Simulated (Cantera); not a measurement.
**Ignition delay**

Mixture: 12.0 % CH₄, 18.5 % O₂, 69.5 % N₂, at 0.750 bar, adiabatic and at constant volume. Ignition delay is the time to a rise of 400 K.

Detailed kinetics in Cantera: GRI-Mech 3.0 (53 species, 325 reactions).

```json
[
 {"T0 (K)": "1450", "delay (ms)": "2.59"},
 {"T0 (K)": "1525", "delay (ms)": "1.19"},
 {"T0 (K)": "1600", "delay (ms)": "0.595"},
 {"T0 (K)": "1675", "delay (ms)": "0.325"},
 {"T0 (K)": "1750", "delay (ms)": "0.190"}
]
```

The apparent activation energy between 1600 and 1750 K is 180 kJ/mol.
